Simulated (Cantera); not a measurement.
Cantera run:

```python
import numpy as np
import cantera as ct

gas_names = [...]  # 123 gases of nasa_gas.yaml made of C, H, O, Si
cond_names = """
    C(gr) C6H6(L) C7H8(L) C8H18(L),n-octa H2O(s) H2O(L) Si(cr) Si(L) SiC(b) SiO2(Lqz) SiO2(hqz) SiO2(L)
""".split()


# ... load() reads the species with a 1 bar reference pressure and builds the phases ...
atoms = {
    'SiH4': {'Si': 1, 'H': 4},
    'CO2': {'C': 1, 'O': 2},
    'H2': {'H': 2},
}
top_T = {'C(gr)': 4500, 'SiC(b)': 3050}  # K; cautious upper limits of use, not melting points


# ... equilibrate(T, P, feed) seeds the gas with the atoms and calls Mixture.equilibrate('TP', solver="vcs", rtol=1e-11, max_steps=5000) ...
results = []
feed = {'SiH4': 1, 'CO2': 6.5, 'H2': 42}  # mol
P = 170  # Pa
for T in [1100, 1200, 1300, 1400, 1500, 1600, 1700, 1800, 1900, 2000]:
    mix = equilibrate(T, P, feed)
    results.append((T, P, feed, dict(zip(mix.species_names, mix.species_moles))))
    x = sorted(zip(gas.X, gas.species_names), reverse=True)
    print(f"T = {T:g} K  P = {P:g} Pa  gas = {mix.phase_moles(0):.4g} mol")
    print("   x: " + "  ".join(f"{s} {v:.3e}" for v, s in x if v > 0.0001))
    print("   condensed (mol): " + ("  ".join(f"{mix.phase(i).name} {mix.phase_moles(i):.4g}"
          for i in range(1, mix.n_phases) if mix.phase_moles(i) > 1e-12) or "none"))
```

Result:

```
T = 1100 K  P = 170 Pa  gas = 50.5 mol
   x: H2 7.935e-01  CO 1.174e-01  H2O 7.776e-02  CO2 1.135e-02
   condensed (mol): SiO2(hqz) 1
T = 1200 K  P = 170 Pa  gas = 50.5 mol
   x: H2 7.910e-01  CO 1.199e-01  H2O 8.025e-02  CO2 8.856e-03
   condensed (mol): SiO2(hqz) 1
T = 1300 K  P = 170 Pa  gas = 50.5 mol
   x: H2 7.893e-01  CO 1.216e-01  H2O 8.195e-02  CO2 7.159e-03
   condensed (mol): SiO2(hqz) 1
T = 1400 K  P = 170 Pa  gas = 50.5 mol
   x: H2 7.880e-01  CO 1.227e-01  H2O 8.314e-02  CO2 5.965e-03  H 1.047e-04
   condensed (mol): SiO2(hqz) 1
T = 1500 K  P = 170 Pa  gas = 50.51 mol
   x: H2 7.869e-01  CO 1.236e-01  H2O 8.400e-02  CO2 5.098e-03  H 3.787e-04
   condensed (mol): SiO2(hqz) 0.9995
T = 1600 K  P = 170 Pa  gas = 50.54 mol
   x: H2 7.853e-01  CO 1.242e-01  H2O 8.472e-02  CO2 4.457e-03  H 1.169e-03  SiO 1.399e-04
   condensed (mol): SiO2(hqz) 0.9929
T = 1700 K  P = 170 Pa  gas = 50.65 mol
   x: H2 7.808e-01  CO 1.243e-01  H2O 8.627e-02  CO2 4.019e-03  H 3.158e-03  SiO 1.470e-03
   condensed (mol): SiO2(L) 0.9255
T = 1800 K  P = 170 Pa  gas = 51.23 mol
   x: H2 7.608e-01  CO 1.229e-01  H2O 9.421e-02  SiO 1.042e-02  H 7.575e-03  CO2 3.984e-03
   condensed (mol): SiO2(L) 0.466
T = 1900 K  P = 170 Pa  gas = 51.93 mol
   x: H2 7.371e-01  CO 1.212e-01  H2O 1.017e-01  SiO 1.925e-02  H 1.652e-02  CO2 3.973e-03  OH 1.873e-04
   condensed (mol): none
T = 2000 K  P = 170 Pa  gas = 52.39 mol
   x: H2 7.220e-01  CO 1.204e-01  H2O 1.008e-01  H 3.351e-02  SiO 1.908e-02  CO2 3.668e-03  OH 4.673e-04
   condensed (mol): none
```

These are equilibrium values from Cantera (NASA tables, ideal gas, pure condensed phases), not measurements of a reactor. The tables hold silica as quartz up to 1696 K and as liquid above; real silica turns to tridymite and cristobalite and melts near 1996 K.
